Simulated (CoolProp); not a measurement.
Vapour-liquid equilibrium of propane (1) + R152A (2) at 0.267 MPa; x and y are mole fractions of (1).

Values from CoolProp's multi-fluid Helmholtz-energy mixture model, Lemmon 2009 and Outcalt 1996; pair parameters Bell 2016.

Question: Give the bubble temperature and the first vapour's composition at x = 0.275, 0.8, 0.875. Is there an azeotrope?

Answer: x = 0.275: 256.0 K, y = 0.575; x = 0.8: 252.6 K, y = 0.770; x = 0.875: 253.0 K, y = 0.823. y crosses x between x = 0.725 and 0.8: the model has an azeotrope there.

The pair parameters rest on a limited set of measurements; away from them the model extrapolates.
